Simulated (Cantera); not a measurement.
A closed system holds: 1 mol (CH₃)₂SiCl₂, 0.062 mol C₂H₄, 32 mol H₂, held at 2.90 mbar.

Cantera equilibrium calculation (NASA polynomials, part measured and part estimated; ideal gas, pure solids and liquids). Candidate condensed phases: C, C₆H₆, C₇H₈, C₈H₁₈, Si, SiC; 109 gas species. The feed counts by its element totals alone. Equilibrium is a limit: real reactors are often held back by kinetics, nucleation or transport.

At 950 K, list the 4 most abundant gas species with their mole fractions, and the condensed phases.

H₂ 0.945, HCl 0.0546, CH₄ 0.000434, SiCl₄ 0.000197. Condensed: C(graphite) + SiC(s).
